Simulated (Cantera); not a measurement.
A closed system holds: 1 mol CH3SiCl3, 0.036 mol C2H2, 970 mol H2, 0.057 mol HCl, at 0.00890 bar.

Method: chemical equilibrium by Gibbs-energy minimisation in Cantera with the NASA 1993 tables (ideal gas, pure condensed phases). Candidate condensed phases: C, C6H6, C7H8, C8H18, Si, SiC; 109 gas species. The feed counts by its element totals alone. Gases not in the tables: Si2H6 and higher silanes. Equilibrium is a limit: real reactors are often held back by kinetics, nucleation or transport.

Q: Which condensed phases are stable at each of these points (T (K)): 1825, 1875, 1925, 1975, 2025, 2075, 2125, 2175, 2225, 2275, 2325, 2375, 2425, 2475?

A: 
```json
[
 {"T (K)": "1825", "condensed phases": "SiC(s)", "Si condensed (%)": "96.5"},
 {"T (K)": "1875", "condensed phases": "SiC(s)", "Si condensed (%)": "91.8"},
 {"T (K)": "1925", "condensed phases": "SiC(s)", "Si condensed (%)": "82.2"},
 {"T (K)": "1975", "condensed phases": "SiC(s)", "Si condensed (%)": "63.8"},
 {"T (K)": "2025", "condensed phases": "SiC(s)", "Si condensed (%)": "30.0"},
 {"T (K)": "2075", "condensed phases": "gas only", "Si condensed (%)": "0.0"},
 {"T (K)": "2125", "condensed phases": "gas only", "Si condensed (%)": "0.0"},
 {"T (K)": "2175", "condensed phases": "gas only", "Si condensed (%)": "0.0"},
 {"T (K)": "2225", "condensed phases": "gas only", "Si condensed (%)": "0.0"},
 {"T (K)": "2275", "condensed phases": "gas only", "Si condensed (%)": "0.0"},
 {"T (K)": "2325", "condensed phases": "gas only", "Si condensed (%)": "0.0"},
 {"T (K)": "2375", "condensed phases": "gas only", "Si condensed (%)": "0.0"},
 {"T (K)": "2425", "condensed phases": "gas only", "Si condensed (%)": "0.0"},
 {"T (K)": "2475", "condensed phases": "gas only", "Si condensed (%)": "0.0"}
]
```

From 1825 K to 2025 K the condensed part is SiC(s). From 2075 K to 2475 K nothing is condensed.
